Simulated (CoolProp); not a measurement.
Vapour-liquid equilibrium of n-heptane (1) + n-dodecane (2) at 150.55 °C; x and y are mole fractions of (1).

Model: multi-fluid Helmholtz-energy mixture model, Span 2003 and Lemmon 2004; pair parameters Bell 2016, in CoolProp.

```
x      bubble pressure (MPa)  y at the bubble point  dew pressure at overall composition x (MPa)  liquid density (mol/L)
-----  ---------------------  ---------------------  -------------------------------------------  ----------------------
0.05                 0.03066                  0.511                                      0.01632                     [?]
0.125                0.05476                  0.743                                      0.01767                   3.992
0.2                  0.08018                  0.836                                      0.01925                   4.101
0.275                 0.1065                  0.886                                      0.02115                   4.215
0.35                  0.1335                  0.917                                      0.02346                   4.334
0.425                 0.1607                  0.938                                      0.02634                   4.458
0.5                   0.1882                  0.952                                      0.03001                   4.587
0.575                    [?]                  0.964                                      0.03488                   4.722
0.65                  0.2433                  0.973                                      0.04163                     [?]
0.725                    [?]                  0.980                                      0.05161                   5.009
0.8                      [?]                  0.986                                      0.06789                   5.161
0.875                 0.3278                  0.992                                      0.09919                   5.319
0.95                  0.3575                  0.997                                       0.1832                   5.482
```

Problem. Complete the blanks.

Solution. 
- 0.05, liquid density (mol/L): 3.887
- 0.575, bubble pressure (MPa): 0.2157
- 0.65, liquid density (mol/L): 4.863
- 0.725, bubble pressure (MPa): 0.2711
- 0.8, bubble pressure (MPa): 0.2991

No azeotrope shows between x = 0.05 and 0.95.

The pair parameters rest on a limited set of measurements; away from them the model extrapolates.
